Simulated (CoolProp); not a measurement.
A closed Brayton cycle with dry air: compressor inlet 306.15 K and 5.1 MPa, high pressure 17.1 MPa, turbine inlet 680 K, compressor efficiency 0.8, turbine efficiency 0.93, recuperator effectiveness 0.8 (on enthalpy, no pinch check). Each further row changes one setting.

Values from CoolProp's reference Helmholtz-energy equation of state, Lemmon 2000. It is a pseudo-pure fit of the blend.

```csv
case,thermal efficiency (%),net work (kJ/kg),compressor to turbine work,compressor exit (K),turbine exit (K)
as stated,15.0,30.9,0.84,465.1,500.2
turbine inlet 630 K,9.0,16.3,0.91,465.1,461.8
compressor inlet 316.15 K,12.5,25.2,0.87,480.0,500.2
high pressure 14.5 MPa,17.6,34.1,0.80,440.1,521.8
recuperator effectiveness 0.5,14.2,30.9,0.84,465.1,500.2
```
